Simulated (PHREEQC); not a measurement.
Model water analysis in mg/kgw, 5.5 °C, pH 3.37, pe 11.4:

```tsv
constituent	mg/kgw
Na	105
K	1.87
Ca	252
Mg	138
Cl	759
S(6) as SO4	2070
Fe(3)	490
F	1.4
Mn(2)	1.85
```

Na is adjusted to close the charge balance.
Valence states are taken as typed.

Computed with PHREEQC (ion-association model, phreeqc.dat).

**Question.** The ionic strength comes out as 0.0806 mol/kgw. What activity coefficients do Fe+3, Fe(SO4)2-, Fe3(OH)4+5, NaSO4-, Fe2(OH)2+4 get?

**Answer.** Fe+3 0.20, Fe(SO4)2- 0.80, Fe3(OH)4+5 0.0037, NaSO4- 0.81, Fe2(OH)2+4 0.028.

Precipitation was switched off in this run. Saturation is exceeded, for instance for Jarosite-K, Hematite (slow to form); the values hold only as long as no solid forms. Away from 25 °C the constants follow the database's enthalpies or fits; those with neither stay at their 25 °C values. Fluoro complexes past AlF4- and FeF3 are missing from the database.
